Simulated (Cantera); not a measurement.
An adiabatic, constant-volume homogeneous reactor starts with CO : H2 : O2 : N2 : H2O = 1 : 0.51 : 1.24 : 4.65 : 0.42 (molar parts), at 1423 K and 1.00 atm. Integrator tolerance rtol = 1e-08.

Detailed kinetics in Cantera: GRI-Mech 3.0 (53 species, 325 reactions).

**Question.** What does this change do: N2 4.65 to 7.1 parts?

**Answer.** 
```csv
quantity,before,after
time of steepest temperature rise,28.1 µs,37.3 µs
temperature at 0.800 s,2670 K,2516 K
equilibrium temperature,2670 K,2516 K
x(CO) at 0.800 s,0.0274 (gas-phase equilibrium 0.0274),0.0128 (gas-phase equilibrium 0.0128)
x(H2) at 0.800 s,0.00427 (gas-phase equilibrium 0.00427),0.00203 (gas-phase equilibrium 0.00203)
x(O2) at 0.800 s,0.0683 (gas-phase equilibrium 0.0683),0.0490 (gas-phase equilibrium 0.0490)
x(H) at 0.800 s,0.00251 (gas-phase equilibrium 0.00251),0.000945 (gas-phase equilibrium 0.000945)
x(H2O) at 0.800 s,0.114 (gas-phase equilibrium 0.114),0.0897 (gas-phase equilibrium 0.0897)
```

**Question.** What does this change do: constant pressure in place of constant volume?

**Answer.** 
```tsv
quantity	before	after
time of steepest temperature rise	28.1 µs	28.0 µs
temperature at 0.800 s	2670 K	2536 K
equilibrium temperature	2670 K	2536 K
x(CO) at 0.800 s	0.0274 (gas-phase equilibrium 0.0274)	0.0203 (gas-phase equilibrium 0.0203)
x(H2) at 0.800 s	0.00427 (gas-phase equilibrium 0.00427)	0.00322 (gas-phase equilibrium 0.00322)
x(O2) at 0.800 s	0.0683 (gas-phase equilibrium 0.0683)	0.0677 (gas-phase equilibrium 0.0677)
x(H) at 0.800 s	0.00251 (gas-phase equilibrium 0.00251)	0.00167 (gas-phase equilibrium 0.00167)
x(H2O) at 0.800 s	0.114 (gas-phase equilibrium 0.114)	0.119 (gas-phase equilibrium 0.119)
```
